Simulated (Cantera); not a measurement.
A closed system holds: 1 mol FeS, 0.052 mol H2S, 0.061 mol H2O, at 1 atm.

Cantera equilibrium calculation (NASA polynomials, part measured and part estimated; ideal gas, pure solids and liquids). Candidate condensed phases: Fe, FeO, Fe(OH)2, Fe(OH)3, FeS, FeSO4, FeS2, Fe2O3, Fe2(SO4)3, Fe3O4, H2O, H2SO4, S; 22 gas species. FeS: taken at fixed stoichiometry. Gases not in the tables: S3 to S7. The numbers say what is thermodynamically allowed, not how fast it happens. All values below are at 975 K.

Base state: H2O 0.533, H2S 0.433, H2 0.0230, S2 0.0109, SO2 0.000334, S2O 3.65e-5, SH 1.03e-5 (mole fractions); condensed: FeS(s).

Problem. What changes in the equilibrium state with this change: H2O from 0.061 to 1.9 mol?

Solution. 
```tsv
species	before	after
H2O	0.533	0.967
H2S	0.433	0.0238
H2	0.0230	0.00703
S2	0.0109	0.000351
SH	1.03e-5	1.02e-6
SO2	0.000334	0.00210
FeS(s), mol	1.00	1.00
```
